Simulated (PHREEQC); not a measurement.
Copper plating or etch bath: speciation

Solution (60 °C): 0.0052 mol/kgw CuCl2, 1 mol/kgw HNO3 and 0.00017 mol/kgw FeCl3. It is in equilibrium with CO2 at log p = -1 (atm). Otherwise closed; pH follows from the charge balance.

Model: ion-association model, phreeqc.dat, run in PHREEQC.

Precipitation was switched off in this run.

Problem. Estimate the pH, density, activity of water.

Solution. pH 0.14; density 1.013 g/cm³; activity of water 0.966.

Problem. In which forms is Cu present?

Solution. Cu+2 98 %, CuCl+ 2.5 % of the Cu.

Caution: at this ionic strength the ion-association model is outside its range; a Pitzer model would be the better tool where its parameters exist. Complexes and solids missing from the database can't appear. Constants without temperature data keep their 25 °C values here.
